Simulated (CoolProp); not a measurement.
Vapour-liquid equilibrium of propane (1) + n-butane (2) at 317.2 K; x and y are mole fractions of (1).

Values from CoolProp's multi-fluid Helmholtz-energy mixture model, Lemmon 2009 and Bücker 2006; pair parameters Kunz 2012.

Q: Give the bubble pressure and the first vapour's composition at x = 0.05, 0.5, 0.65. Is there an azeotrope?

A: x = 0.05: 4.698 bar, y = 0.132; x = 0.5: 9.219 bar, y = 0.734; x = 0.65: 10.85 bar, y = 0.833. No azeotrope shows between x = 0.05 and 0.95.

The pair parameters rest on a limited set of measurements; away from them the model extrapolates.
